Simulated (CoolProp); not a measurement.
Model: reference Helmholtz-energy equation of state, Penoncello 2003, in CoolProp.

Q: For CHF3 (R23), give the phase and the speed of sound (m/s), viscosity (µPa s) at 345 K and 224 kPa; 152.5 K and 41.7 kPa.

A: 
- 345 K and 224 kPa: gas; speed of sound 218, viscosity 17.1
- 152.5 K and 41.7 kPa: liquid; speed of sound 1040, viscosity 659

Viscosity comes from a separate model (Shan 2000).
